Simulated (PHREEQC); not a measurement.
A solution holds 0.055 mol HF, 0.003 mol (CH3)4NF and 3.4e-05 mol H4SiO4 per kg of water, at 25 °C and 300 atm. Closed to the air; pH follows from the charge balance.

All values are PHREEQC results (ion-association model, phreeqc.dat), not measurements.

### Question
The ionic strength comes out as 0.00897 mol/kgw. What activity coefficients do HF2-, H+, F-, SiF6-2 get?

### Answer
HF2- 0.91, H+ 0.92, F- 0.91, SiF6-2 0.68.

No solid was allowed to form. Under pressure, the constants of complexes without a molar volume in the database are unreliable. (CH3)4N+ isn't in the database: it is added as a free cation with an ion size of 4 Å. SiF6-2 is the database's only silicon fluoride.
